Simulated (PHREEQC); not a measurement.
## Phosphoric acid bath: an equilibrium model

Dissolve 0.052 mol NaH2PO4, 0.0026 mol HF and 0.0019 mol H4SiO4 per kg of water at 54 °C. Closed to the air; pH follows from the charge balance.

All values are PHREEQC results (ion-association model, phreeqc.dat), not measurements.

Each row changes one thing in this solution. No solid was allowed to form.

| case | pH | ionic strength (mol/kgw) | H3SiO4- (mol/kgw) | SI of SiO2(a) (SiO2) |
|---|---|---|---|---|
| as made | 3.70 | 0.0522 | 4.09e-9 | -0.22 |
| diluted 2-fold with water | 3.76 | 0.0262 | 2.20e-9 | -0.52 |
| NaH2PO4 from 0.052 to 0.0104 mol/kgw | 3.35 | 0.0109 | 1.62e-9 | -0.23 |
| HF left out | 4.56 | 0.0523 | 2.99e-8 | -0.22 |
| diluted 5-fold with water | 3.86 | 0.0106 | 1.06e-9 | -0.92 |
| NaH2PO4 replaced by NaOH at the same molality | 11.74 | 0.0524 | 0.00143 | -2.72 |

Species that the database lacks are ignored. Some of these states are supersaturated (in Quartz (slow to form), Chalcedony (slow to form), for instance). Constants without temperature data keep their 25 °C values here. SiF6-2 is the database's only silicon fluoride.
